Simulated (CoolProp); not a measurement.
The numbers come from the reference Helmholtz-energy equation of state, Lemmon 2016 in CoolProp.

Task: Give the vapour pressure (MPa), vapour density (kg/m³), liquid cp (kJ/(kg K)) of saturated R365MFC at 33.45 °C.

Result: 
```
T (°C)  p (MPa)  vapour density (kg/m³)  liquid cp (kJ/(kg K))
------  -------  ----------------------  ---------------------
33.45    0.0790                    4.77                   1.39
```
